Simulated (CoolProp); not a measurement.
Computed with CoolProp (reference Helmholtz-energy equation of state, McLinden 2015).

**Question.** For the fluoroketone C6F12O (FK-5-1-12), give the phase and the cp (kJ/(kg K)), cv (kJ/(kg K)), isothermal compressibility (1/MPa), fugacity coefficient at 407.6 K and 0.619 MPa; 475.3 K and 0.619 MPa.

**Answer.** 
- 407.6 K and 0.619 MPa: gas; cp 1.03, cv 0.962, isothermal compressibility 2.04, fugacity coefficient 0.847
- 475.3 K and 0.619 MPa: gas; cp 1.06, cv 1.02, isothermal compressibility 1.79, fugacity coefficient 0.914
